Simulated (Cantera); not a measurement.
Input (Python, Cantera) and output of one run.

```python
import numpy as np
import cantera as ct

gas_names = [...]  # 151 gases of nasa_gas.yaml made of C, H, N, O, Si
cond_names = """
    C(gr) C6H6(L) C7H8(L) C8H18(L),n-octa H2O(s) H2O(L) Si(cr) Si(L) SiC(b) SiO2(Lqz) SiO2(hqz) SiO2(L)
    Si2N2O(s) Si3N4(a)
""".split()


# ... load() reads the species with a 1 bar reference pressure and builds the phases ...
atoms = {
    'TEOS': {'Si': 1, 'C': 8, 'H': 20, 'O': 4},
    'NO': {'N': 1, 'O': 1},
    'H2': {'H': 2},
}
top_T = {'C(gr)': 4500, 'SiC(b)': 3050, 'Si2N2O(s)': 2100, 'Si3N4(a)': 2400}  # K; cautious upper limits of use, not melting points


# ... equilibrate(T, P, feed) seeds the gas with the atoms and calls Mixture.equilibrate('TP', solver="vcs", rtol=1e-11, max_steps=5000) ...
results = []
feed = {'TEOS': 1, 'NO': 23, 'H2': 93}  # mol
P = 1700  # Pa
for T in [648, 698, 748, 798, 848, 898, 948, 998, 1048, 1098, 1148]:
    mix = equilibrate(T, P, feed)
    results.append((T, P, feed, dict(zip(mix.species_names, mix.species_moles))))

top = {s: max(r[3][s] / sum(r[3][g] for g in gas_names) for r in results) for s in gas_names}
cols = sorted((s for s in top if top[s] > 0.0001), key=lambda s: -top[s])[:7]
seen = [c for c in cond_names if any(r[3].get(c, 0) > 1e-12 for r in results)]
print("log10 of partial pressures in bar; condensed amounts in mol")
print(f"{'T/K':>10s}" + "".join(f"{s[:9]:>10s}" for s in cols + seen))
for T, P, feed, n in results:
    ng = sum(n[g] for g in gas_names)
    print(f"{T:10.4g}" + "".join(f"{np.log10(max(n[s] / ng * P / 1e5, 1e-99)):10.3f}" for s in cols)
          + "".join(f"{n.get(c, 0):10.4g}" for c in seen))
```

Output:

```
log10 of partial pressures in bar; condensed amounts in mol
       T/K        H2       H2O        N2       CH4        CO       CO2 SiO2(Lqz) SiO2(hqz)
       648    -1.977    -2.464    -2.749    -3.000    -4.409    -3.694         1         0
       698    -1.937    -2.590    -2.771    -3.287    -3.675    -3.347         1         0
       748    -1.913    -2.692    -2.790    -3.857    -3.313    -3.298         1         0
       798    -1.909    -2.711    -2.796    -4.667    -3.186    -3.357         1         0
       848    -1.910    -2.700    -2.797    -5.487    -3.132    -3.432         0         1
       898    -1.912    -2.688    -2.797    -6.237    -3.098    -3.507         0         1
       948    -1.914    -2.679    -2.797    -6.914    -3.072    -3.580         0         1
       998    -1.915    -2.671    -2.797    -7.527    -3.053    -3.648         0         1
      1048    -1.916    -2.665    -2.797    -8.084    -3.038    -3.712         0         1
      1098    -1.917    -2.660    -2.797    -8.592    -3.026    -3.772         0         1
      1148    -1.918    -2.656    -2.797    -9.057    -3.017    -3.827         0         1
```

Cantera equilibrium calculation (NASA polynomials, part measured and part estimated; ideal gas, pure solids and liquids). The feed counts by its element totals alone. The tables hold silica as quartz up to 1696 K and as liquid above; real silica turns to tridymite and cristobalite and melts near 1996 K.
